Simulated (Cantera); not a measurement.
## Hydrogen reduction and annealing atmospheres: FeS2 + H2 + N2

Feed: 1 mol FeS2, 4.1 mol H2, 11 mol N2, at 1373.15 K and 1.00 Torr.

Equilibrium computed with Cantera from the NASA thermochemical tables; the gas is ideal and each condensed phase is pure. Candidate condensed phases: Fe, FeS, FeS2, S; 16 gas species. FeS: taken at fixed stoichiometry. The numbers say what is thermodynamically allowed, not how fast it happens.

| Item | Result |
|---|---|
| x(N2) | 0.709 |
| x(H2) | 0.253 |
| x(S2) | 0.0265 |
| x(H2S) | 0.0107 |
| x(SH) | 0.000765 |
| x(H) | 4.60e-5 |
| x(S) | 3.64e-5 |
| x(Fe) | 1.37e-6 |
| n(FeS(s)) | 1.000 mol |
| gas amount | 15.52 mol |
| log10 activity of Fe(γ) (absent) | -0.63 |
| log10 activity of S(l) (absent) | -3.29 |
